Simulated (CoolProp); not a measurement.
Vapour-liquid equilibrium of isohexane (1) + methanol (2) at 348.5 K; x and y are mole fractions of (1).

Model: multi-fluid Helmholtz-energy mixture model, Lemmon 2006 and de Reuck 1993; pair parameters Bell 2016, in CoolProp.

```json
[
 {"x": "0.05", "bubble pressure, mixture model (MPa)": "0.1976", "bubble pressure, Raoult's law (MPa)": "0.1535", "y, mixture model": "0.249", "y, Raoult's law": "0.052"},
 {"x": "0.15", "bubble pressure, mixture model (MPa)": "0.2462", "bubble pressure, Raoult's law (MPa)": "0.1542", "y, mixture model": "0.431", "y, Raoult's law": "0.156"},
 {"x": "0.25", "bubble pressure, mixture model (MPa)": "0.2632", "bubble pressure, Raoult's law (MPa)": "0.1549", "y, mixture model": "0.488", "y, Raoult's law": "0.259"},
 {"x": "0.35", "bubble pressure, mixture model (MPa)": "0.2673", "bubble pressure, Raoult's law (MPa)": "0.1556", "y, mixture model": "0.505", "y, Raoult's law": "0.360"},
 {"x": "0.45", "bubble pressure, mixture model (MPa)": "0.2678", "bubble pressure, Raoult's law (MPa)": "0.1563", "y, mixture model": "0.509", "y, Raoult's law": "0.461"},
 {"x": "0.55", "bubble pressure, mixture model (MPa)": "0.2678", "bubble pressure, Raoult's law (MPa)": "0.1570", "y, mixture model": "0.510", "y, Raoult's law": "0.561"},
 {"x": "0.65", "bubble pressure, mixture model (MPa)": "0.2667", "bubble pressure, Raoult's law (MPa)": "0.1577", "y, mixture model": "0.520", "y, Raoult's law": "0.660"},
 {"x": "0.75", "bubble pressure, mixture model (MPa)": "0.2610", "bubble pressure, Raoult's law (MPa)": "0.1584", "y, mixture model": "0.547", "y, Raoult's law": "0.758"},
 {"x": "0.85", "bubble pressure, mixture model (MPa)": "0.2433", "bubble pressure, Raoult's law (MPa)": "0.1591", "y, mixture model": "0.614", "y, Raoult's law": "0.856"},
 {"x": "0.95", "bubble pressure, mixture model (MPa)": "0.1998", "bubble pressure, Raoult's law (MPa)": "0.1598", "y, mixture model": "0.787", "y, Raoult's law": "0.952"}
]
```

The largest gap from Raoult's law is +71.8 % in bubble pressure, at x = 0.35. y crosses x between x = 0.45 and 0.55: the model has an azeotrope there.

The pair parameters rest on a limited set of measurements; away from them the model extrapolates. With so large a gap from Raoult's law the liquid may split in two, which this calculation doesn't test in full.
